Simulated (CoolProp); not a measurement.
A single-stage vapour-compression cycle with dimethyl ether: evaporating at 250.15 K (dew point), condensing at 271.15 K (bubble point), superheat 5 K, subcooling 0 K, compressor efficiency 0.7, no pressure losses. Each further row changes one setting.

The numbers come from the reference Helmholtz-energy equation of state, Wu 2011 in CoolProp.

| case | cooling COP | pressure ratio | discharge temperature (K) | refrigerating effect (kJ/kg) | volumetric capacity (kJ/m³) |
|---|---|---|---|---|---|
| as stated | 7.72 | 2.27 | 297.0 | 422 | 1040 |
| evaporating temperature 255.15 K | 10.5 | 1.84 | 291.5 | 428 | ___ |
| condensing temperature 266.15 K | ___ | 1.89 | 287.6 | 434 | 1070 |
| subcooling 5 K | 7.94 | 2.27 | 297.0 | 434 | 1070 |
| superheat 15 K | 7.64 | 2.27 | 307.7 | ___ | ___ |
| compressor efficiency 0.6 | 6.62 | 2.27 | 303.0 | 422 | 1040 |

Q: Complete the blanks.

A: 
- evaporating temperature 255.15 K, volumetric capacity (kJ/m³): 1280
- condensing temperature 266.15 K, cooling COP: 10.3
- superheat 15 K, refrigerating effect (kJ/kg): 436
- superheat 15 K, volumetric capacity (kJ/m³): 1030
